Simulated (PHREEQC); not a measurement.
A solution holds 0.25 mol HNO3 and 0.15 mol ZnSO4 per kg of water, at 20 °C. Closed to the air; pH follows from the charge balance.

All values are PHREEQC results (ion-association model, phreeqc.dat), not measurements.

**Question.** The ionic strength comes out as 0.551 mol/kgw. What activity coefficients do Zn+2, HSO4-, H+, SO4-2, NO3- get?

**Answer.** Zn+2 0.21, HSO4- 0.74, H+ 0.76, SO4-2 0.20, NO3- 0.61.

This is a speciation only: nothing precipitates in the calculation.
